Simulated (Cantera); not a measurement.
Feed: 1 mol Fe, 0.37 mol HCl, 1.1 mol H₂, held at 23.0 mbar.

Equilibrium computed with Cantera from the NASA thermochemical tables; the gas is ideal and each condensed phase is pure. Candidate condensed phases: Fe, FeCl₂, FeCl₃; 11 gas species. Rates play no part. All values below are at 1625 K.

Base state: H₂ 0.785, HCl 0.178, FeCl₂ 0.0370, H 0.000412, Fe 7.54e-5, Cl 7.34e-5 (mole fractions); condensed: Fe(γ).

### Question
What changes in the equilibrium state with this change: Fe replaced by AlN?

### Answer
```tsv
species	before	after
H₂	0.785	0.777
AlCl	0	0.0686
HCl	0.178	0.0573
N₂	0	0.0550
FeCl₂	0.0370	0
AlCl₃	0	0.0235
AlCl₂	0	0.0179
Fe	7.54e-5	0
Cl	7.34e-5	2.38e-5
Fe(γ), mol	0.946	0
AlN(s), mol	0	0.825
```
The tables' values for AlCl₂ are old estimates; treat these amounts as uncertain. Further candidate phases: Al, AlCl₃, AlN, NH₄Cl.
